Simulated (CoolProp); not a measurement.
Dimethyl ether along the isobar 21.9 MPa: Z from the reference equation and from simpler models built on Tc = 127.2 °C, pc = 5.337 MPa, ω = 0.196; each cubic takes its own stable root.

Values from CoolProp's reference Helmholtz-energy equation of state, Wu 2011.

| T (°C) | phase | reference | Redlich-Kwong | Soave-Redlich-Kwong |
|---|---|---|---|---|
| -103.45 | liquid | 0.8436 | 0.9390 | 0.9335 |
| -86.35 | liquid | 0.7844 | 0.8694 | 0.8625 |
| -69.35 | liquid | 0.7362 | 0.8132 | 0.8051 |
| -52.35 | liquid | 0.6963 | 0.7671 | 0.7580 |
| -35.35 | liquid | ? | 0.7291 | 0.7191 |
| -18.35 | liquid | 0.6354 | 0.6977 | 0.6871 |
| -1.35 | liquid | 0.6124 | 0.6719 | 0.6609 |
| 15.65 | liquid | ? | 0.6508 | 0.6396 |
| 32.65 | liquid | 0.5779 | 0.6339 | ? |
| 49.75 | liquid | 0.5656 | 0.6208 | 0.6103 |
| 66.75 | liquid | 0.5565 | 0.6113 | 0.6018 |
| 83.75 | liquid | ? | 0.6051 | ? |

Task: Some entries are withheld; supply them.

Result: 
- -35.35, reference: 0.6631
- 15.65, reference: 0.5933
- 32.65, Soave-Redlich-Kwong: 0.6229
- 83.75, reference: 0.5503
- 83.75, Soave-Redlich-Kwong: 0.5971
